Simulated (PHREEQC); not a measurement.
A solution holds 0.0057 mol/kgw CdCl2, 0.0006 mol/kgw NaOH and 0.0051 mol/kgw HCl, at 5 °C. Closed to the air; pH follows from the charge balance.

Model: ion-association model, phreeqc.dat, run in PHREEQC.

Precipitation was switched off in this run.

Question: What pH, ionic strength does the model give?

Answer: pH 2.39; ionic strength 0.0171 mol/kgw.

Question: In which forms is Cd present?

Answer: Cd+2 56 %, CdCl+ 42 %, CdCl2 1.7 % of the Cd.

Complexes and solids missing from the database can't appear. Away from 25 °C the constants follow the database's enthalpies or fits; those with neither stay at their 25 °C values.
